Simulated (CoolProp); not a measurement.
Vapour-liquid equilibrium of CHF3 (R23) (1) + propylene (2) at 198.9 K; x and y are mole fractions of (1).

Model: multi-fluid Helmholtz-energy mixture model, Penoncello 2003 and Lemmon 2013; pair parameters Bell 2016, in CoolProp.

Task: Give the bubble pressure and the first vapour's composition at x = 0.5, 0.575, 0.95. Is there an azeotrope?

Result: x = 0.5: 137.7 kPa, y = 0.864; x = 0.575: 140.8 kPa, y = 0.871; x = 0.95: 154.7 kPa, y = 0.960. No azeotrope shows between x = 0.05 and 0.95.

The pair parameters rest on a limited set of measurements; away from them the model extrapolates. With so large a gap from Raoult's law the liquid may split in two, which this calculation doesn't test in full.
